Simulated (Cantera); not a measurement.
# Moist CO burnout

An isothermal, constant-pressure homogeneous reactor starts with CO : O₂ : H₂O : N₂ = 0.0032 : 0.0067 : 0.00021 : 1 (molar parts), at 1175 K and 0.178 atm.

Model: GRI-Mech 3.0 (53 species, 325 reactions), integrated in Cantera.

```json
[
 {"t (s)": "2.00e-5", "x CO": "0.00317", "x O₂": "0.00663", "x H₂O": "0.000208", "x OH": "<1e-12", "x H₂": "<1e-12", "x HO₂": "<1e-12"},
 {"t (s)": "5.37e-5", "x CO": "0.00317", "x O₂": "0.00663", "x H₂O": "0.000208", "x OH": "<1e-12", "x H₂": "<1e-12", "x HO₂": "<1e-12"},
 {"t (s)": "0.000144", "x CO": "0.00317", "x O₂": "0.00663", "x H₂O": "0.000208", "x OH": "<1e-12", "x H₂": "<1e-12", "x HO₂": "<1e-12"},
 {"t (s)": "0.000386", "x CO": "0.00317", "x O₂": "0.00663", "x H₂O": "0.000208", "x OH": "<1e-12", "x H₂": "<1e-12", "x HO₂": "<1e-12"},
 {"t (s)": "0.00104", "x CO": "0.00317", "x O₂": "0.00663", "x H₂O": "0.000208", "x OH": "<1e-12", "x H₂": "<1e-12", "x HO₂": "<1e-12"},
 {"t (s)": "0.00278", "x CO": "0.00317", "x O₂": "0.00663", "x H₂O": "0.000208", "x OH": "3.23e-12", "x H₂": "<1e-12", "x HO₂": "<1e-12"},
 {"t (s)": "0.00746", "x CO": "0.00317", "x O₂": "0.00663", "x H₂O": "0.000208", "x OH": "2.04e-11", "x H₂": "<1e-12", "x HO₂": "3.29e-12"},
 {"t (s)": "0.0200", "x CO": "0.00317", "x O₂": "0.00663", "x H₂O": "0.000208", "x OH": "1.53e-10", "x H₂": "4.14e-12", "x HO₂": "5.50e-11"},
 {"t (s)": "0.0537", "x CO": "0.00317", "x O₂": "0.00663", "x H₂O": "0.000208", "x OH": "3.04e-9", "x H₂": "1.56e-10", "x HO₂": "1.66e-9"},
 {"t (s)": "0.144", "x CO": "0.00310", "x O₂": "0.00657", "x H₂O": "0.000204", "x OH": "2.83e-6", "x H₂": "3.98e-7", "x HO₂": "1.21e-7"},
 {"t (s)": "0.386", "x CO": "0.000608", "x O₂": "0.00527", "x H₂O": "0.000178", "x OH": "1.42e-5", "x H₂": "4.74e-6", "x HO₂": "1.95e-7"},
 {"t (s)": "1.04", "x CO": "6.28e-5", "x O₂": "0.00508", "x H₂O": "0.000205", "x OH": "4.64e-6", "x H₂": "5.39e-7", "x HO₂": "8.13e-8"},
 {"t (s)": "2.78", "x CO": "7.94e-6", "x O₂": "0.00506", "x H₂O": "0.000207", "x OH": "1.71e-6", "x H₂": "6.30e-8", "x HO₂": "2.43e-8"},
 {"t (s)": "7.46", "x CO": "9.79e-7", "x O₂": "0.00506", "x H₂O": "0.000208", "x OH": "6.81e-7", "x H₂": "8.47e-9", "x HO₂": "5.05e-9"},
 {"t (s)": "20.0", "x CO": "1.09e-7", "x O₂": "0.00506", "x H₂O": "0.000208", "x OH": "3.02e-7", "x H₂": "1.50e-9", "x HO₂": "8.94e-10"}
]
```
x: mole fraction; the columns are a selection and need not sum to one.

Equilibrium at this temperature and pressure: CO 1.01e-9, O₂ 0.00504, H₂O 0.000208, OH 5.85e-8, H₂ 5.20e-11, HO₂ 1.83e-11 (gas phase only).
